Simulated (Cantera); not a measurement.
A Cantera script and its output.

```python
import numpy as np
import cantera as ct

gas = ct.Solution("gri30.yaml")
gas.TPX = 2000, 98000, {'NO': 1, 'N2': 3.7}
reactor = ct.IdealGasConstPressureReactor(gas, energy="off", clone=False)
net = ct.ReactorNet([reactor])
net.rtol, net.atol = 1e-08, 1e-18
show = ['NO', 'O', 'O2', 'N2O', 'N2']
times = np.geomspace(2e-06, 40, 15)

steps = ct.SolutionArray(gas, extra=["t"])
rows = []
print(f"{'t/s':>10s}{'T/K':>9s}{'P/Pa':>11s}" + "".join(f"{s:>11s}" for s in show))
for t in times:
    while net.time < t:
        t_next = net.step()
        steps.append(gas.state, t=t_next)
    rows.append([np.interp(t, steps.t, y) for y in (steps.T, steps.P, *steps(*show).X.T)])
    print(f"{t:10.3e}{rows[-1][0]:9.1f}{rows[-1][1]:11.4g}" + "".join(f"{x:11.3e}" for x in rows[-1][2:]))
rate = np.gradient(steps.T, steps.t)
print("integrator steps:", len(steps.t))
if steps.T.max() > steps.T[0] + 200:
    print(f"time of steepest temperature rise: {steps.t[rate.argmax()]:.4e} s")
gas.TPX = 2000, 98000, {'NO': 1, 'N2': 3.7}
gas.equilibrate("TP")
print(f"equilibrium (TP): T = {gas.T:.1f} K  " + "  ".join(f"{s} {gas[s].X[0]:.3e}" for s in show))
```

It prints:

```
       t/s      T/K       P/Pa         NO          O         O2        N2O         N2
 2.000e-06   2000.0    9.8e+04  2.128e-01  1.016e-07  3.229e-11  1.028e-07  7.872e-01
 6.646e-06   2000.0    9.8e+04  2.128e-01  3.266e-07  3.488e-10  3.398e-07  7.872e-01
 2.208e-05   2000.0    9.8e+04  2.128e-01  9.892e-07  3.629e-09  1.109e-06  7.872e-01
 7.337e-05   2000.0    9.8e+04  2.128e-01  2.750e-06  3.640e-08  3.475e-06  7.872e-01
 2.438e-04   2000.0    9.8e+04  2.127e-01  8.271e-06  4.374e-07  9.576e-06  7.872e-01
 8.101e-04   2000.0    9.8e+04  2.126e-01  2.676e-05  8.538e-06  1.865e-05  7.873e-01
 2.692e-03   2000.0    9.8e+04  2.124e-01  4.368e-05  1.080e-04  2.163e-05  7.874e-01
 8.944e-03   2000.0    9.8e+04  2.116e-01  4.609e-05  5.108e-04  2.147e-05  7.878e-01
 2.972e-02   2000.0    9.8e+04  2.089e-01  5.232e-05  1.858e-03  2.088e-05  7.891e-01
 9.875e-02   2000.0    9.8e+04  1.998e-01  6.905e-05  6.355e-03  1.900e-05  7.937e-01
 3.281e-01   2000.0    9.8e+04  1.711e-01  1.057e-04  2.066e-02  1.379e-05  8.080e-01
 1.090e+00   2000.0    9.8e+04  1.013e-01  1.634e-04  5.556e-02  4.897e-06  8.429e-01
 3.623e+00   2000.0    9.8e+04  2.468e-02  2.089e-04  9.390e-02  5.795e-07  8.812e-01
 1.204e+01   2000.0    9.8e+04  6.173e-03  2.184e-04  1.032e-01  3.414e-07  8.904e-01
 4.000e+01   2000.0    9.8e+04  5.736e-03  2.186e-04  1.034e-01  3.394e-07  8.907e-01
integrator steps: 999
equilibrium (TP): T = 2000.0 K  NO 5.736e-03  O 2.186e-04  O2 1.034e-01  N2O 3.394e-07  N2 8.907e-01
```

Cantera simulation using GRI-Mech 3.0 (53 species, 325 reactions); the numbers are that mechanism's predictions, not measurements.
